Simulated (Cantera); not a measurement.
# Titanium nitride, carbide and oxide coatings: Ti(OiPr)₄ + CH₄

Input: 1 mol Ti(OiPr)₄, 0.53 mol CH₄, at 1173.15 K and 0.00150 bar.

Equilibrium computed with Cantera from the NASA thermochemical tables; the gas is ideal and each condensed phase is pure. Candidate condensed phases: C, C₆H₆, C₇H₈, C₈H₁₈, H₂O, Ti, TiC, TiO, TiO₂, Ti₂O₃, Ti₃O₅, Ti₄O₇; 113 gas species. The feed counts by its element totals alone. TiC: taken at fixed stoichiometry. Equilibrium is a limit: real reactors are often held back by kinetics, nucleation or transport.

| Item | Value |
|---|---|
| x(H₂) | 0.790 |
| x(CO) | 0.210 |
| x(CH₄) | 1.82e-5 |
| x(H₂O) | 8.81e-6 |
| x(H) | 2.71e-6 |
| x(CO₂) | 1.84e-6 |
| n(C(graphite)) | 7.53 mol |
| n(TiC(s)) | 1.00 mol |
| gas amount | 19.06 mol |
| log10 activity of Ti₂O₃(s) (absent) | -1.20 |
| log10 activity of Ti₃O₅(s) (absent) | -1.97 |
| log10 activity of Ti₄O₇(s) (absent) | -2.98 |
